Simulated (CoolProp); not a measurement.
Vapour-liquid equilibrium of o-xylene (1) + n-undecane (2) at 0.591 bar; x and y are mole fractions of (1).

Computed with CoolProp (multi-fluid Helmholtz-energy mixture model, Zhou 2012 and Aleksandrov 2011; pair parameters Bell 2016).

```json
[
 {"x": "0.05", "bubble temperature (°C)": "170.9", "y at the bubble point": "0.147", "dew temperature at overall composition x (°C)": "173.7", "liquid density (mol/L)": "4.070"},
 {"x": "0.125", "bubble temperature (°C)": "165.2", "y at the bubble point": "0.329", "dew temperature at overall composition x (°C)": "171.6", "liquid density (mol/L)": "4.254"},
 {"x": "0.2", "bubble temperature (°C)": "159.9", "y at the bubble point": "0.473", "dew temperature at overall composition x (°C)": "169.3", "liquid density (mol/L)": "4.446"},
 {"x": "0.275", "bubble temperature (°C)": "155.0", "y at the bubble point": "0.587", "dew temperature at overall composition x (°C)": "167.0", "liquid density (mol/L)": "4.648"},
 {"x": "0.35", "bubble temperature (°C)": "150.6", "y at the bubble point": "0.677", "dew temperature at overall composition x (°C)": "164.5", "liquid density (mol/L)": "4.861"},
 {"x": "0.425", "bubble temperature (°C)": "146.6", "y at the bubble point": "0.748", "dew temperature at overall composition x (°C)": "161.7", "liquid density (mol/L)": "5.086"},
 {"x": "0.5", "bubble temperature (°C)": "142.9", "y at the bubble point": "0.805", "dew temperature at overall composition x (°C)": "158.8", "liquid density (mol/L)": "5.324"},
 {"x": "0.575", "bubble temperature (°C)": "139.6", "y at the bubble point": "0.852", "dew temperature at overall composition x (°C)": "155.5", "liquid density (mol/L)": "5.578"},
 {"x": "0.65", "bubble temperature (°C)": "136.5", "y at the bubble point": "0.890", "dew temperature at overall composition x (°C)": "152.0", "liquid density (mol/L)": "5.849"},
 {"x": "0.725", "bubble temperature (°C)": "133.7", "y at the bubble point": "0.921", "dew temperature at overall composition x (°C)": "147.9", "liquid density (mol/L)": "6.140"},
 {"x": "0.8", "bubble temperature (°C)": "131.1", "y at the bubble point": "0.947", "dew temperature at overall composition x (°C)": "143.3", "liquid density (mol/L)": "6.453"},
 {"x": "0.875", "bubble temperature (°C)": "128.7", "y at the bubble point": "0.970", "dew temperature at overall composition x (°C)": "137.7", "liquid density (mol/L)": "6.791"},
 {"x": "0.95", "bubble temperature (°C)": "126.5", "y at the bubble point": "0.989", "dew temperature at overall composition x (°C)": "130.9", "liquid density (mol/L)": "7.158"}
]
```

No azeotrope shows between x = 0.05 and 0.95.

Pair parameters are fitted to limited data, so mixtures are less certain than the pure fluids.
